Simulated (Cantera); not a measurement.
# Equilibrium for silicon carbide growth: Si(CH3)4 + H2 + HCl

Input: 1 mol Si(CH3)4, 3.8 mol H2, 0.26 mol HCl, at 195 Torr.

Method: chemical equilibrium by Gibbs-energy minimisation in Cantera with the NASA 1993 tables (ideal gas, pure condensed phases). Candidate condensed phases: C, C6H6, C7H8, C8H18, Si, SiC; 109 gas species. The tables' values for SiCl are old estimates; treat these amounts as uncertain. Gases not in the tables: Si2H6 and higher silanes. Kinetics and transport are ignored.

| T (K) | x H2 | x HCl | x H | x C2H2 (acetylene) | x CH4 | x Cl | n C(graphite) | n SiC(s) |
|---|---|---|---|---|---|---|---|---|
| 1325 | 0.972 | 0.0259 | 3.16e-6 | 8.28e-7 | 0.00165 | 7.05e-8 | 2.98 | 1.000 |
| 1400 | 0.973 | 0.0258 | 9.41e-6 | 2.45e-6 | 0.00106 | 2.06e-7 | 2.99 | 1.000 |
| 1475 | 0.973 | 0.0258 | 2.51e-5 | 6.49e-6 | 0.000716 | 5.40e-7 | 2.99 | 1.000 |
| 1550 | 0.974 | 0.0258 | 6.09e-5 | 1.56e-5 | 0.000501 | 1.29e-6 | 2.99 | 1.000 |
| 1625 | 0.974 | 0.0258 | 0.000137 | 3.46e-5 | 0.000362 | 2.85e-6 | 3.00 | 1.000 |
| 1700 | 0.974 | 0.0258 | 0.000285 | 7.15e-5 | 0.000270 | 5.87e-6 | 3.00 | 1.000 |
| 1775 | 0.973 | 0.0257 | 0.000560 | 0.000139 | 0.000206 | 1.14e-5 | 3.00 | 1.000 |
| 1850 | 0.973 | 0.0257 | 0.00104 | 0.000254 | 0.000161 | 2.09e-5 | 2.99 | 0.999 |
| 1925 | 0.972 | 0.0256 | 0.00185 | 0.000445 | 0.000128 | 3.67e-5 | 2.99 | 0.999 |
| 2000 | 0.970 | 0.0256 | 0.00314 | 0.000745 | 0.000104 | 6.16e-5 | 2.98 | 0.999 |
| 2075 | 0.968 | 0.0255 | 0.00514 | 0.00120 | 8.54e-5 | 9.98e-5 | 2.98 | 0.998 |
| 2150 | 0.964 | 0.0253 | 0.00812 | 0.00187 | 7.10e-5 | 0.000156 | 2.96 | 0.997 |
| 2225 | 0.959 | 0.0251 | 0.0124 | 0.00281 | 5.96e-5 | 0.000236 | 2.95 | 0.995 |
x: gas mole fraction; n: condensed amount in mol.

From 1325 K to 2225 K the condensed part is C(graphite) + SiC(s). The main Si-bearing gas is SiCl2 at 1325 K and Si at 2225 K.
